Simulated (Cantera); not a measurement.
Input (Python, Cantera) and output of one run.

```python
import numpy as np
import cantera as ct

gas_names = """
    CL2 O2 H2O
""".split()
cond_names = """
    CsOH(a) CsOH(b) CsOH(c) CsOH(L) CsCL(a) CsCL(b) CsCL(L)
""".split()


# ... load() reads the species with a 1 bar reference pressure and builds the phases ...
species = {s.name: s for s in load("nasa_gas.yaml", gas_names) + load("nasa_condensed.yaml", cond_names)}
# Each term lists the table entries of one substance; the one whose range holds T is used.
reactions = {
    '2 Cl2(g) + 4 CsOH = O2(g) + 2 H2O(g) + 4 CsCl':
        [(-2, ['CL2']), (-4, ['CsOH(a)', 'CsOH(b)', 'CsOH(c)', 'CsOH(L)']), (1, ['O2']), (2, ['H2O']), (4, ['CsCL(a)', 'CsCL(b)', 'CsCL(L)'])],
}


def pick(names, T):
    return next(species[n] for n in names if species[n].thermo.min_temp <= T <= species[n].thermo.max_temp)


results = []
for label, terms in reactions.items():
    print(label)
    print("     T/K   dH/kJ  dS/(J/K)   dG/kJ   log10 K")
    for T in [673, 773, 873, 973, 1073, 1173, 1273, 1373, 1473, 1573]:
        used = [(nu, pick(names, T)) for nu, names in terms]
        dH = sum(nu * s.thermo.h(T) for nu, s in used) / 1e6
        dS = sum(nu * s.thermo.s(T) for nu, s in used) / 1e3
        dG = dH - T * dS / 1e3
        logK = -dG * 1e6 / (ct.gas_constant * T * np.log(10))
        results.append((label, T, dH, dS, dG, logK, [s.name for _, s in used]))
        print(f"{T:8g} {dH:8.1f} {dS:8.1f} {dG:8.1f} {logK:8.2f}")
```

It prints:

```
2 Cl2(g) + 4 CsOH = O2(g) + 2 H2O(g) + 4 CsCl
     T/K   dH/kJ  dS/(J/K)   dG/kJ   log10 K
     673   -657.5      8.0   -662.9    51.45
     773   -646.8     22.3   -664.0    44.87
     873   -650.1     18.2   -666.0    39.85
     973   -586.5     87.4   -671.5    36.05
    1073   -583.9     90.0   -680.4    33.12
    1173   -580.9     92.6   -689.5    30.70
    1273   -577.7     95.3   -698.9    28.68
    1373   -574.2     97.9   -708.6    26.96
    1473   -570.4    100.5   -718.5    25.48
    1573   -566.5    103.1   -728.7    24.20
```

Standard-state values (1 bar) from the NASA 1993 polynomials, evaluated with Cantera. Condensed species are held in their standard states even where they would react or evaporate.
